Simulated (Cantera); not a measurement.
**Stirred combustor or abatement burner**

A perfectly stirred reactor is fed with CH₄ : CO : O₂ : N₂ = 1 : 0.63 : 1.54 : 5.8 (molar parts), equivalence ratio 1.5, at 3.65 atm; it is adiabatic with a 398 K inlet, and is followed from long to short residence time, starting on the burning branch (τ in s: 0.05, 0.022, 0.01, 0.0045, 0.002, 0.00092, 0.00041, 0.00019, 8.4e-05, 3.8e-05).

Model: GRI-Mech 3.0 (53 species, 325 reactions), integrated in Cantera.

```csv
τ (s),T (K),x CH₄,x CO,x O₂,x H₂O,x HO₂,x C₂H₂
0.050,2042,0.000604,0.107,0.000163,0.156,4.17e-8,0.000113
0.022,2042,0.00101,0.106,0.000339,0.157,9.14e-8,0.000284
0.010,2041,0.00150,0.105,0.000662,0.157,1.94e-7,0.000541
0.0045,2036,0.00206,0.104,0.00126,0.158,4.19e-7,0.000849
0.0020,2025,0.00269,0.103,0.00236,0.158,9.39e-7,0.00114
0.00092,2003,0.00347,0.104,0.00432,0.158,2.14e-6,0.00136
0.00041,1953,0.00505,0.106,0.00888,0.156,5.88e-6,0.00154
0.00019,398,0.111,0.0702,0.172,<1e-12,<1e-12,<1e-12
8.4e-5,398,0.111,0.0702,0.172,<1e-12,<1e-12,<1e-12
3.8e-5,398,0.111,0.0702,0.172,<1e-12,<1e-12,<1e-12
```
x: mole fraction; the columns are a selection and need not sum to one.
